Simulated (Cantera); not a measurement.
Gas mixture: 100 % NO, at 0.000355 atm, frozen composition.

Cantera's kinetic-theory transport with the Lennard-Jones parameters of GRI-Mech 3.0, ideal gas; thermal conductivity in the multicomponent form. The composition is frozen, though it would react at the higher temperatures.

One state of this run: ρ (kg/m³) = 9.99e-5; cp (J/kg/K) = 1171; μ (µPa s) = 50.9; λ (mW/m/K) = 84.4; Pr = 0.707; D (cm²/s) N₂ = 6940; D (cm²/s) OH = 10500; D (cm²/s) NH₃ = 8550. D: mixture-averaged diffusion coefficient of that species in the mixture.

### Question
Which value of T (K) does it belong to?
(A) 400
(B) 1000
(C) 1300
(D) 1150

### Answer
C, 1300
